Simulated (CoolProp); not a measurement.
CF4 (R14) along the isobar 5.39 MPa: density (kg/m³) from the reference equation and from simpler models built on Tc = 227.4 K, pc = 3.762 MPa, ω = 0.178; each cubic takes its own stable root.

Model: reference Helmholtz-energy equation of state, Platzer 1990, in CoolProp. This equation is an older, rougher fit; its heat capacities, sound speeds and derivatives of the liquid may be far off and weren't checked against measurements.

```csv
T (K),phase,reference,van der Waals,Redlich-Kwong
226.8,liquid,1027,746.1,903.9
230.6,supercritical,959.6,717.1,843.0
234.5,supercritical,866.4,683.5,770.6
238.4,supercritical,___,___,685.4
242.3,supercritical,588.4,599.7,591.2
246.2,supercritical,491.6,___,508.2
250.1,supercritical,431.8,492.0,448.9
254,supercritical,391.6,443.0,407.4
257.9,supercritical,___,404.7,376.6
261.8,supercritical,339.6,375.3,___
265.7,supercritical,321.2,352.2,333.1
269.6,supercritical,305.8,333.3,316.8
273.4,supercritical,___,317.8,303.1
277.3,supercritical,281.4,___,290.9
281.2,supercritical,271.2,292.2,280.2
285.1,supercritical,262.0,___,270.5
```

### Question
Some entries are withheld; supply them.

### Answer

- 238.4, reference: 731.9
- 238.4, van der Waals: 644.9
- 246.2, van der Waals: 547.4
- 257.9, reference: 362.3
- 261.8, Redlich-Kwong: 352.6
- 273.4, reference: 292.9
- 277.3, van der Waals: 304.1
- 285.1, van der Waals: 281.7
